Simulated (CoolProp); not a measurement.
A closed Brayton cycle with dry air: compressor inlet 328.15 K and 2.2 MPa, high pressure 5.02 MPa, turbine inlet 645 K, compressor efficiency 0.8, turbine efficiency 0.9, recuperator effectiveness 0.95 (on enthalpy, no pinch check). Each further row changes one setting.

The numbers come from the reference Helmholtz-energy equation of state, Lemmon 2000 in CoolProp. It is a pseudo-pure fit of the blend.

```tsv
case	thermal efficiency (%)	net work (kJ/kg)	compressor to turbine work	compressor exit (K)	turbine exit (K)
as stated	…	14.4	0.88	437.1	527.1
turbine inlet 595 K	…	…	0.96	437.1	485.1
compressor inlet 338.15 K	8.4	…	0.91	450.2	527.1
high pressure 4.27 MPa	…	15.9	0.84	…	548.4
recuperator effectiveness 0.5	8.3	14.4	0.88	437.1	527.1
```

Problem. Some entries are withheld; supply them.

Solution. 
- as stated, thermal efficiency (%): 10.9
- turbine inlet 595 K, thermal efficiency (%): 3.8
- turbine inlet 595 K, net work (kJ/kg): 4.52
- compressor inlet 338.15 K, net work (kJ/kg): 10.9
- high pressure 4.27 MPa, thermal efficiency (%): 14.3
- high pressure 4.27 MPa, compressor exit (K): 413.7
